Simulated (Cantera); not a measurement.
# Reactions in the system C-O-Ta

Cantera with NASA thermochemical tables; ideal gases at 1 bar, condensed phases pure. Values are per mole of reaction as written; species without (g) are pure solids or liquids, kept so even where they would boil at 1 bar. TaC: taken at fixed stoichiometry.

2 TaC + 3 O₂(g) = 2 TaO₂(g) + 2 CO(g)

```csv
T (K),ΔH° (kJ),ΔS° (J/K),ΔG° (kJ),log10 K
300,-334.6,255.6,-411.2,71.60
2525,-412.5,192.8,-899.4,18.61
2550,-413.8,192.3,-904.2,18.52
2575,-415.1,191.8,-909.0,18.44
2600,-416.5,191.3,-913.8,18.36
2625,-417.8,190.8,-918.6,18.28
2650,-419.2,190.2,-923.4,18.20
2675,-420.6,189.7,-928.1,18.12
2700,-422.0,189.2,-932.8,18.05
```
